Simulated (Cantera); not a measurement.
An adiabatic, constant-volume homogeneous reactor starts with CH₄ : O₂ : N₂ = 1 : 1.82 : 6.84 (molar parts), equivalence ratio 1.1, at 1798 K and 350000 Pa. Integrator tolerance rtol = 1e-08.

Cantera simulation using GRI-Mech 3.0 (53 species, 325 reactions); the numbers are that mechanism's predictions, not measurements. Above 3000 K some thermodynamic fits are extrapolated.

**Question.** What does this change do: N2 6.84 to 18 parts?

**Answer.** 
```csv
quantity,before,after
time of steepest temperature rise,36.8 µs,73.7 µs
temperature at 1.00 s,3124 K,2721 K
equilibrium temperature,3124 K,2721 K
x(CH₄) at 1.00 s,<1e-12 (gas-phase equilibrium <1e-12),<1e-12 (gas-phase equilibrium <1e-12)
x(O₂) at 1.00 s,0.0147 (gas-phase equilibrium 0.0147),0.00336 (gas-phase equilibrium 0.00336)
x(CH₂O) at 1.00 s,4.91e-9 (gas-phase equilibrium 4.91e-9),4.35e-10 (gas-phase equilibrium 4.35e-10)
x(NO₂) at 1.00 s,4.79e-6 (gas-phase equilibrium 4.79e-6),9.13e-7 (gas-phase equilibrium 9.13e-7)
x(C₂H₄) at 1.00 s,<1e-12 (gas-phase equilibrium <1e-12),<1e-12 (gas-phase equilibrium <1e-12)
x(C₂H) at 1.00 s,<1e-12 (gas-phase equilibrium <1e-12),<1e-12 (gas-phase equilibrium <1e-12)
x(CH₃) at 1.00 s,1.58e-12 (gas-phase equilibrium 2.01e-12),<1e-12 (gas-phase equilibrium <1e-12)
```

**Question.** What does this change do: constant pressure in place of constant volume?

**Answer.** 
```
quantity                                                              before                                    after
---------------------------------  -----------------------------------------  ---------------------------------------
time of steepest temperature rise                                    36.8 µs                                  39.6 µs
temperature at 1.00 s                                                 3124 K                                   2957 K
equilibrium temperature                                               3124 K                                   2957 K
x(CH₄) at 1.00 s                       <1e-12 (gas-phase equilibrium <1e-12)    <1e-12 (gas-phase equilibrium <1e-12)
x(O₂) at 1.00 s                        0.0147 (gas-phase equilibrium 0.0147)    0.0132 (gas-phase equilibrium 0.0132)
x(CH₂O) at 1.00 s                    4.91e-9 (gas-phase equilibrium 4.91e-9)  2.14e-9 (gas-phase equilibrium 2.14e-9)
x(NO₂) at 1.00 s                     4.79e-6 (gas-phase equilibrium 4.79e-6)  2.92e-6 (gas-phase equilibrium 2.92e-6)
x(C₂H₄) at 1.00 s                      <1e-12 (gas-phase equilibrium <1e-12)    <1e-12 (gas-phase equilibrium <1e-12)
x(C₂H) at 1.00 s                       <1e-12 (gas-phase equilibrium <1e-12)    <1e-12 (gas-phase equilibrium <1e-12)
x(CH₃) at 1.00 s                   1.58e-12 (gas-phase equilibrium 2.01e-12)    <1e-12 (gas-phase equilibrium <1e-12)
```
